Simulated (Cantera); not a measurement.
A Cantera script and its output.

```python
import numpy as np
import cantera as ct

gas = ct.Solution("gri30.yaml")


def delay(T, t_max=10):
    gas.TPX = T, 1000000, {'CH4': 1, 'H2': 0.86, 'O2': 1.62, 'N2': 6.09}
    reactor = ct.IdealGasReactor(gas, clone=False)
    net = ct.ReactorNet([reactor])
    net.rtol, net.atol = 1e-8, 1e-16
    while net.time < t_max:
        t_old, T_old = net.time, reactor.T
        net.step()
        if reactor.T > T + 400:  # ignition: a rise of 400 K
            return t_old + (T + 400 - T_old) / (reactor.T - T_old) * (net.time - t_old)
    return np.nan


taus = []
for T in [925, 1000, 1075, 1150, 1225, 1300, 1375, 1450]:
    taus.append(delay(T))
    print(f"T0 = {T:6g} K   tau = {taus[-1]:.4e} s")
```

It prints:

```
T0 =    925 K   tau = 6.5438e-02 s
T0 =   1000 K   tau = 9.5687e-03 s
T0 =   1075 K   tau = 1.7188e-03 s
T0 =   1150 K   tau = 4.2349e-04 s
T0 =   1225 K   tau = 1.6447e-04 s
T0 =   1300 K   tau = 8.6207e-05 s
T0 =   1375 K   tau = 5.1238e-05 s
T0 =   1450 K   tau = 3.2122e-05 s
```

Computed with Cantera and GRI-Mech 3.0 (53 species, 325 reactions). Below about 1000 K GRI-Mech 3.0 lacks low-temperature oxidation paths. Below about 950 K walls govern HO2 and H2O2 in real vessels.
